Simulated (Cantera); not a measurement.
An isothermal, constant-pressure homogeneous reactor starts with NH₃ : N₂ = 1 : 0.12 (molar parts), at 2175 K and 0.661 atm. Integrator tolerance rtol = 1e-08.

Model: the gas-phase N/H chemistry of the illustrative SiF4/NH3 mechanism in the Surface Chemkin manual (1991), integrated in Cantera. Walls and surfaces, which speed up NH3 decomposition in real reactors, are not modelled.

Q: What does this change do: temperature 2175 to 1600 K?

A: 
| quantity | before | after |
|---|---|---|
| x(NH₃) at 40.0 s | 3.28e-6 (gas-phase equilibrium 3.28e-6) | 0.102 (gas-phase equilibrium 9.94e-6) |
| x(N) at 40.0 s | 6.05e-9 (gas-phase equilibrium 6.05e-9) | 3.08e-9 (gas-phase equilibrium <1e-12) |
| x(H) at 40.0 s | 0.00503 (gas-phase equilibrium 0.00503) | 4.41e-5 (gas-phase equilibrium 5.62e-5) |
| x(NH₂) at 40.0 s | 7.22e-8 (gas-phase equilibrium 7.22e-8) | 1.70e-5 (gas-phase equilibrium 1.88e-9) |
| x(N₂) at 40.0 s | 0.292 (gas-phase equilibrium 0.292) | 0.271 (gas-phase equilibrium 0.292) |
| x(N₂H₄) at 40.0 s | <1e-12 (gas-phase equilibrium <1e-12) | 5.44e-9 (gas-phase equilibrium <1e-12) |

Q: What does this change do: temperature 2175 to 1498 K?

A: 
```
quantity                                            before                                     after
-----------------  ---------------------------------------  ----------------------------------------
x(NH₃) at 40.0 s   3.28e-6 (gas-phase equilibrium 3.28e-6)     0.436 (gas-phase equilibrium 1.32e-5)
x(N) at 40.0 s     6.05e-9 (gas-phase equilibrium 6.05e-9)    1.02e-9 (gas-phase equilibrium <1e-12)
x(H) at 40.0 s     0.00503 (gas-phase equilibrium 0.00503)   8.64e-6 (gas-phase equilibrium 1.78e-5)
x(NH₂) at 40.0 s   7.22e-8 (gas-phase equilibrium 7.22e-8)  2.29e-5 (gas-phase equilibrium 7.33e-10)
x(N₂) at 40.0 s        0.292 (gas-phase equilibrium 0.292)       0.202 (gas-phase equilibrium 0.292)
x(N₂H₄) at 40.0 s    <1e-12 (gas-phase equilibrium <1e-12)    4.04e-8 (gas-phase equilibrium <1e-12)
```
